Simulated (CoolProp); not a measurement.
o-xylene along the isobar 3.36 bar: density (kg/m³) from the reference equation and from simpler models built on Tc = 357.1 °C, pc = 37.37 bar, ω = 0.312; each cubic takes its own stable root.

The numbers come from the reference Helmholtz-energy equation of state, Zhou 2012 in CoolProp.

| T (°C) | phase | reference |
|---|---|---|
| 137.45 | liquid | 776.5 |
| 158.35 | liquid | 756.0 |
| 179.35 | liquid | 734.4 |
| 200.25 | gas | 10.08 |
| 221.25 | gas | 9.473 |
| 242.15 | gas | 8.961 |
| 263.05 | gas | 8.519 |
| 284.05 | gas | 8.128 |
| 304.95 | gas | 7.780 |
| 325.95 | gas | 7.465 |
| 346.85 | gas | 7.180 |

Task: How far does each simpler model (van der Waals, Redlich-Kwong, Soave-Redlich-Kwong, Peng-Robinson) lie from the reference over these 11 states: mean and median of the absolute difference, and the worst?

Result: 
- van der Waals: mean 28.5 %, median 2.7 %, worst -98.6 % at 179.35 °C and 3.36 bar
- Redlich-Kwong: mean 12.7 %, median 1.5 %, worst -98.6 % at 179.35 °C and 3.36 bar
- Soave-Redlich-Kwong: mean 3.8 %, median 0.9 %, worst -11.9 % at 179.35 °C and 3.36 bar
- Peng-Robinson: mean 0.3 %, median 0.1 %, worst -1.6 % at 200.25 °C and 3.36 bar

At some of these states van der Waals, Redlich-Kwong gives the other phase, because its saturation line lies elsewhere.
